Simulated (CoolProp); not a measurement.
Vapour-liquid equilibrium of R114 (1) + benzene (2) at 100.95 °C; x and y are mole fractions of (1).

The numbers come from the multi-fluid Helmholtz-energy mixture model, Platzer 1990 and Thol 2012; pair parameters Bell 2016 in CoolProp. This equation is an older, rougher fit; its heat capacities, sound speeds and derivatives of the liquid may be far off and weren't checked against measurements.

| x | bubble pressure (bar) | y at the bubble point | dew pressure at overall composition x (bar) | liquid density (mol/L) |
|---|---|---|---|---|
| 0.05 | 3.177 | 0.425 | 1.945 | 9.943 |
| 0.15 | 5.262 | 0.665 | 2.171 | 9.615 |
| 0.25 | 6.799 | 0.752 | 2.454 | 9.288 |
| 0.35 | 7.991 | 0.799 | 2.821 | 8.962 |
| 0.45 | 8.985 | 0.832 | 3.314 | 8.637 |
| 0.55 | 9.887 | 0.859 | 4.009 | 8.311 |
| 0.65 | 10.78 | 0.886 | 5.057 | 7.984 |
| 0.75 | 11.70 | 0.913 | 6.762 | 7.656 |
| 0.85 | 12.72 | 0.943 | 9.569 | 7.324 |
| 0.95 | 13.85 | 0.979 | 12.93 | 6.989 |

No azeotrope shows between x = 0.05 and 0.95.

The pair parameters rest on a limited set of measurements; away from them the model extrapolates.
